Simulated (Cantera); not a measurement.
# Equilibrium for boron, boron nitride and boron oxide: BF₃ + H₂O + H₂

Charge: 1 mol BF₃, 9.8 mol H₂O, 19 mol H₂, equilibrated at 21.0 mbar.

Equilibrium computed with Cantera from the NASA thermochemical tables; the gas is ideal and each condensed phase is pure. Candidate condensed phases: B, B₂O₃, B₃O₃H₃, H₂O; 43 gas species. Gases not in the tables: H₃BO₃. Equilibrium is a limit: real reactors are often held back by kinetics, nucleation or transport.

| T (K) | x H₂ | x H₂O | x HF | x H | x HBO₂ | x BOF | n B₂O₃(l) |
|---|---|---|---|---|---|---|---|
| 1048 | 0.629 | 0.282 | 0.0836 | 4.23e-8 | 0.000250 | 0.000297 | 0.377 |
| 1148 | 0.627 | 0.278 | 0.0883 | 3.92e-7 | 0.00139 | 0.00161 | 0.384 |
| 1248 | 0.624 | 0.275 | 0.0873 | 2.55e-6 | 0.00580 | 0.00623 | 0.276 |
| 1348 | 0.617 | 0.270 | 0.0803 | 1.25e-5 | 0.0162 | 0.0153 | 0 |
| 1448 | 0.617 | 0.269 | 0.0816 | 5.00e-5 | 0.0169 | 0.0154 | 0 |
| 1548 | 0.617 | 0.268 | 0.0822 | 0.000167 | 0.0172 | 0.0151 | 0 |
| 1648 | 0.616 | 0.268 | 0.0825 | 0.000482 | 0.0175 | 0.0148 | 0 |
| 1748 | 0.616 | 0.268 | 0.0828 | 0.00124 | 0.0177 | 0.0145 | 0 |
| 1848 | 0.614 | 0.267 | 0.0830 | 0.00287 | 0.0178 | 0.0143 | 0 |
| 1948 | 0.612 | 0.267 | 0.0831 | 0.00610 | 0.0179 | 0.0140 | 0 |
| 2048 | 0.607 | 0.265 | 0.0831 | 0.0120 | 0.0179 | 0.0137 | 0 |
| 2148 | 0.599 | 0.263 | 0.0829 | 0.0223 | 0.0178 | 0.0134 | 0 |
| 2248 | 0.585 | 0.259 | 0.0824 | 0.0388 | 0.0174 | 0.0130 | 0 |
| 2348 | 0.565 | 0.253 | 0.0815 | 0.0641 | 0.0168 | 0.0125 | 0 |
x: gas mole fraction; n: condensed amount in mol.

From 1048 K to 1248 K the condensed part is B₂O₃(l). From 1348 K to 2348 K nothing is condensed.
